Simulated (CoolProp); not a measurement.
Model: reference Helmholtz-energy equation of state, Span 2000, in CoolProp.

Task: For nitrogen, give the phase and the cp (kJ/(kg K)), cv (kJ/(kg K)) at -156.05 °C and 3090 kPa; -92.55 °C and 3090 kPa; -8.05 °C and 3090 kPa.

Result: 
- -156.05 °C and 3090 kPa: liquid; cp 3.05, cv 0.962
- -92.55 °C and 3090 kPa: gas; cp 1.26, cv 0.777
- -8.05 °C and 3090 kPa: gas; cp 1.11, cv 0.753
